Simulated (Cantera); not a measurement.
## Transport properties of process gases

Gas mixture: N2O = 0.19 (molar parts), at 0.353 Torr, frozen composition.

Cantera's kinetic-theory transport with the Lennard-Jones parameters of GRI-Mech 3.0, ideal gas; thermal conductivity in the mixture-averaged form.

| T (K) | ρ (kg/m³) | cp (J/kg/K) | μ (µPa s) | λ (mW/m/K) | Pr | D (cm²/s) H | D (cm²/s) NH3 | D (cm²/s) H2 |
|---|---|---|---|---|---|---|---|---|
| 400 | 0.000622 | 970.3 | 19.5 | 25.5 | 0.741 | 3580 | 608 | 2330 |
| 500 | 0.000498 | 1043 | 23.6 | 33.2 | 0.740 | 5350 | 936 | 3410 |
| 600 | 0.000415 | 1101 | 27.3 | 40.7 | 0.739 | 7390 | 1320 | 4640 |
| 700 | 0.000355 | 1150 | 30.8 | 47.9 | 0.739 | 9670 | 1760 | 6010 |
| 800 | 0.000311 | 1192 | 34.0 | 54.9 | 0.739 | 12200 | 2240 | 7520 |
| 900 | 0.000276 | 1227 | 37.1 | 61.5 | 0.740 | 14900 | 2770 | 9160 |
D: mixture-averaged diffusion coefficient of that species in the mixture.
